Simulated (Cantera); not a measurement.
A freely propagating, adiabatic, planar premixed flame of 7.06 % CH4, 3.74 % H2, 17.9 % O2, 67.5 % N2, 3.74 % H2O, equivalence ratio 0.89, unburnt at 475 K and 460000 Pa; mixture-averaged transport, grid criteria slope 0.08 and curve 0.16, no radiation.

Cantera simulation using GRI-Mech 3.0 (53 species, 325 reactions); the numbers are that mechanism's predictions, not measurements. Burning velocities carry a grid error of a few per cent, more on coarse grids.

Predict: laminar burning velocity; thermal thickness; peak x(CH2O); peak x(HCO); peak x(O).


```
Item                          Value
------------------------  ---------
laminar burning velocity  44.1 cm/s
thermal thickness          0.133 mm
peak x(CH2O)                0.00120
peak x(HCO)                 1.61e-5
peak x(O)                   0.00155
```
